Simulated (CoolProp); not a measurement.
A simple Rankine cycle with R21: condensing at 332.15 K, boiler at 2.55 MPa, turbine inlet 447.6 K, turbine efficiency 0.75, pump efficiency 0.8, no recuperator. Each further row changes one setting.

The numbers come from the reference Helmholtz-energy equation of state, Platzer 1990 in CoolProp. This equation is an older, rougher fit; its heat capacities, sound speeds and derivatives of the liquid may be far off and weren't checked against measurements.

| case | thermal efficiency (%) | net work (kJ/kg) | heat in (kJ/kg) | turbine exit temperature (K) | volume ratio over the turbine |
|---|---|---|---|---|---|
| as stated | 11.8 | 31.8 | 269 | 371.3 | 4.85 |
| turbine inlet 467.6 K | ? | ? | 287 | 392.5 | ? |
| condensing temperature 324.15 K | ? | 36.0 | 277 | 363.1 | 5.97 |
| boiler pressure 1.78 MPa | 9.7 | 27.1 | 279 | ? | ? |
| turbine efficiency 0.65 | ? | 27.3 | 269 | 377.6 | ? |

Some entries are withheld; supply them.


- turbine inlet 467.6 K, thermal efficiency (%): 12.0
- turbine inlet 467.6 K, net work (kJ/kg): 34.5
- turbine inlet 467.6 K, volume ratio over the turbine: 4.77
- condensing temperature 324.15 K, thermal efficiency (%): 13.0
- boiler pressure 1.78 MPa, turbine exit temperature (K): 391.6
- boiler pressure 1.78 MPa, volume ratio over the turbine: 3.33
- turbine efficiency 0.65, thermal efficiency (%): 10.2
- turbine efficiency 0.65, volume ratio over the turbine: 4.96
